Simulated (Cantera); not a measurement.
Iron carbonyl, mercury and lead vapours: Pb + H2

Feed: 1 mol Pb, 47 mol H2, equilibrated at 13300 Pa.

Method: chemical equilibrium by Gibbs-energy minimisation in Cantera with the NASA 1993 tables (ideal gas, pure condensed phases). Candidate condensed phases: Pb; 4 gas species. The numbers say what is thermodynamically allowed, not how fast it happens.

From 275 °C to 325 °C the condensed part is Pb(s). From 375 °C to 925 °C the condensed part is Pb(l).

```csv
T (°C),x H2,x Pb,x H,x Pb2,n Pb(s),n Pb(l)
275,1.00,<1e-12,<1e-12,<1e-12,1.00,0
325,1.00,3.40e-11,<1e-12,<1e-12,1.00,0
375,1.00,6.31e-10,<1e-12,<1e-12,0,1.00
425,1.00,7.62e-9,<1e-12,<1e-12,0,1.00
475,1.00,6.56e-8,<1e-12,<1e-12,0,1.000
525,1.00,4.30e-7,7.30e-12,<1e-12,0,1.000
575,1.000,2.24e-6,5.21e-11,<1e-12,0,1.000
625,1.000,9.71e-6,3.00e-10,5.55e-12,0,1.000
675,1.000,3.59e-5,1.44e-9,4.97e-11,0,0.998
725,1.000,0.000116,5.89e-9,3.55e-10,0,0.995
775,1.000,0.000335,2.12e-8,2.09e-9,0,0.984
825,0.999,0.000876,6.77e-8,1.04e-8,0,0.959
875,0.998,0.00210,1.96e-7,4.49e-8,0,0.901
925,0.995,0.00468,5.19e-7,1.71e-7,0,0.779
```
x: gas mole fraction; n: condensed amount in mol.
